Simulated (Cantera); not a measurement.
**Silicon etching in halogen gases: Si + HBr + N₂**

Input: 1 mol Si, 1.4 mol HBr, 66 mol N₂, at 5.20 Pa.

Method: chemical equilibrium by Gibbs-energy minimisation in Cantera with the NASA 1993 tables (ideal gas, pure condensed phases). Candidate condensed phases: Br₂, Si, Si₃N₄; 28 gas species. N₂ is the only nitrogen source here; it is nearly inert below about 1500 K, so the nitride shown seldom forms there in practice. The tables' values for SiBr, SiN are old estimates; treat these amounts as uncertain. Kinetics and transport are ignored.

From 1325 K to 1500 K the condensed part is Si₃N₄(s). From 1525 K to 1650 K the condensed part is Si(s). The main Si-bearing gas is SiBr₂ at 1325 K and Si at 1650 K. The share of Si in condensed phases is highest at 1325 K (83.8 %) and lowest at 1650 K (51.2 %).

```
T (K)   x N₂     x Br    x HBr     x H₂      x Si  n Si₃N₄(s)  n Si(s)
-----  -----  -------  -------  -------  --------  ----------  -------
1325   0.976  0.00631  0.00975  0.00555   1.28e-7       0.279        0
1350   0.976  0.00688  0.00862  0.00611   4.09e-7       0.273        0
1375   0.975  0.00743  0.00757  0.00663   1.26e-6       0.268        0
1400   0.975  0.00796  0.00660  0.00710   3.70e-6       0.263        0
1425   0.975  0.00845  0.00572  0.00752   1.05e-5       0.258        0
1450   0.975  0.00890  0.00493  0.00789   2.87e-5       0.254        0
1475   0.974  0.00932  0.00424  0.00821   7.58e-5       0.249        0
1500   0.974  0.00970  0.00364  0.00847  0.000194       0.243        0
1525   0.973   0.0107  0.00330  0.00852  0.000363           0    0.743
1550   0.972   0.0119  0.00302  0.00860  0.000639           0    0.752
1575   0.971   0.0130  0.00274  0.00866   0.00110           0    0.744
1600   0.970   0.0140  0.00246  0.00871   0.00188           0    0.712
1625   0.968   0.0148  0.00218  0.00872   0.00313           0    0.642
1650   0.966   0.0156  0.00192  0.00869   0.00515           0    0.512
```
x: gas mole fraction; n: condensed amount in mol.
